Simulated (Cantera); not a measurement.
A Cantera script and its output.

```python
import numpy as np
import cantera as ct

surf = ct.Interface("diamond.yaml", "diamond_100")
gas, bulk = surf.adjacent["gas"], surf.adjacent["diamond"]
k = surf.kinetics_species_index(bulk.species_names[0])
cover = ["c6HH", "c6H*", "c6*H", "c6**", "c6HM", "c6B"]

rows, drift = [], 0.0
print(f"{'P':>10s}{'um/h':>11s}" + "".join(f"{s:>11s}" for s in cover))
for v in [390, 770, 1500, 3100, 6200, 12000, 25000, 49000]:
    T, P, xH, xCH3 = 1123, v, 0.0023, 0.00052
    gas.TPX = T, P, {"H": xH, "CH3": xCH3, "CH4": 0.026, "H2": 1 - xH - xCH3 - 0.026}
    surf.TP = bulk.TP = T, P
    surf.coverages = "c6H*:0.1, c6HH:0.9"
    surf.advance_coverages(100.0)
    before = surf.coverages
    surf.advance_coverages(100.0)
    drift = max(drift, np.max(np.abs(surf.coverages - before) / (surf.coverages + 1e-9)))
    rate = surf.net_production_rates[k] * bulk.mean_molecular_weight / bulk.density * 3.6e9
    rows.append([rate, *surf[cover].coverages])
    print(f"{v:10.4g}{rate:11.4e}" + "".join(f"{x:11.3e}" for x in rows[-1][1:]))
```

It prints:

```
         P       um/h       c6HH       c6H*       c6*H       c6**       c6HM        c6B
       390 1.6157e-01  4.956e-01  2.981e-02  4.482e-01  1.831e-02  4.089e-03  4.384e-10
       770 4.6930e-01  4.930e-01  2.964e-02  4.457e-01  1.821e-02  7.614e-03  1.273e-09
      1500 1.3905e+00  4.888e-01  2.937e-02  4.415e-01  1.804e-02  1.336e-02  3.773e-09
      3100 4.4665e+00  4.820e-01  2.893e-02  4.348e-01  1.776e-02  2.266e-02  1.212e-08
      6200 1.2691e+01  4.739e-01  2.842e-02  4.269e-01  1.744e-02  3.364e-02  3.444e-08
   1.2e+04 3.1377e+01  4.664e-01  2.795e-02  4.195e-01  1.714e-02  4.392e-02  8.514e-08
   2.5e+04 7.7795e+01  4.598e-01  2.758e-02  4.129e-01  1.689e-02  5.292e-02  2.111e-07
   4.9e+04 1.6717e+02  4.558e-01  2.743e-02  4.089e-01  1.675e-02  5.834e-02  4.536e-07
```

Computed with Cantera and the Harris–Goodwin 1993 mechanism for the reconstructed diamond (100) surface.
